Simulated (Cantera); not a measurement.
Input (Python, Cantera):

```python
import numpy as np
import cantera as ct

gas = ct.Solution("gri30.yaml")
gas.TPX = 1900, 1333, {'CH4': 1, 'N2': 34}
inlet = ct.Reservoir(gas, clone=True)

reactor = ct.IdealGasConstPressureReactor(gas, energy="off", clone=False)
exhaust = ct.Reservoir(gas, clone=True)
tau = [0.6, 0.24, 0.097, 0.039, 0.016, 0.0064, 0.0026][0]
for a, b in ((inlet, reactor), (reactor, exhaust)):
    ct.MassFlowController(a, b, mdot=lambda t: reactor.mass / tau)
net = ct.ReactorNet([reactor])
show = ['CH4', 'CH3', 'H2', 'CH2', 'C2H', 'H', 'C2H2']

rows = []
print(f"{'tau/s':>10s}{'T/K':>9s}" + "".join(f"{s:>11s}" for s in show))
for tau in [0.6, 0.24, 0.097, 0.039, 0.016, 0.0064, 0.0026]:
    net.initial_time = 0.0
    net.advance(30 * tau)
    before = gas.X
    net.advance(40 * tau)
    drift = np.max(np.abs(gas.X - before) / (gas.X + 1e-9))
    rows.append([gas.T, *gas[show].X, drift])
    print(f"{tau:10.3e}{gas.T:9.1f}" + "".join(f"{x:11.3e}" for x in gas[show].X))
```

Result:

```
     tau/s      T/K        CH4        CH3         H2        CH2        C2H          H       C2H2
 6.000e-01   1900.0  3.487e-03  4.555e-04  3.594e-02  3.106e-06  1.076e-06  2.499e-04  1.186e-02
 2.400e-01   1900.0  6.366e-03  6.940e-04  3.144e-02  3.694e-06  8.114e-07  1.903e-04  1.027e-02
 9.700e-02   1900.0  1.082e-02  9.860e-04  2.448e-02  4.065e-06  5.551e-07  1.342e-04  7.757e-03
 3.900e-02   1900.0  1.701e-02  1.242e-03  1.497e-02  3.850e-06  2.972e-07  7.834e-05  4.351e-03
 1.600e-02   1900.0  2.356e-02  1.195e-03  5.541e-03  2.601e-06  9.224e-08  3.136e-05  1.253e-03
 6.400e-03   1900.0  2.735e-02  7.048e-04  9.497e-04  9.205e-07  1.146e-08  8.644e-06  1.023e-04
 2.600e-03   1900.0  2.822e-02  3.069e-04  1.930e-04  2.192e-07  6.090e-10  4.070e-06  3.925e-06
```

Detailed kinetics in Cantera: GRI-Mech 3.0 (53 species, 325 reactions). GRI-Mech 3.0 stops at C3 and has no aromatics, soot or wall deposition, so with more carbon than oxygen in the feed, carbon stays in small species such as C2H2 where larger ones or solid carbon would form. Radical loss at walls, strong at low pressure, is not modelled.
